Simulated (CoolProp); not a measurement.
Vapour-liquid equilibrium of hydrogen sulfide (1) + n-pentane (2) at 45.85 °C; x and y are mole fractions of (1).

Computed with CoolProp (multi-fluid Helmholtz-energy mixture model, Lemmon 2006 and Thol 2019; pair parameters Kunz 2012).

| x | bubble pressure, mixture model (MPa) | bubble pressure, Raoult's law (MPa) | y, mixture model | y, Raoult's law |
|---|---|---|---|---|
| 0.05 | 0.2936 | 0.2955 | 0.526 | 0.550 |
| 0.15 | 0.6546 | 0.6068 | 0.793 | 0.804 |
| 0.25 | … | 0.9181 | 0.873 | 0.886 |
| 0.35 | 1.377 | 1.229 | 0.908 | 0.926 |
| 0.45 | … | 1.541 | … | 0.950 |
| 0.55 | 1.929 | 1.852 | 0.940 | 0.966 |
| 0.65 | 2.170 | 2.163 | 0.952 | 0.977 |
| 0.75 | 2.423 | 2.475 | 0.963 | 0.986 |
| 0.85 | 2.715 | 2.786 | 0.976 | 0.992 |
| 0.95 | 3.061 | 3.097 | 0.992 | 0.998 |

Q: Complete the blanks.

A: 
- 0.25, bubble pressure, mixture model (MPa): 1.032
- 0.45, bubble pressure, mixture model (MPa): 1.673
- 0.45, y, mixture model: 0.927

The largest gap from Raoult's law is +12.4 % in bubble pressure, at x = 0.25. No azeotrope shows between x = 0.05 and 0.95.

The pair parameters rest on a limited set of measurements; away from them the model extrapolates. The gap from Raoult's law changes sign with composition, which may be real or a fault of the pair parameters; it wasn't checked against measurements.
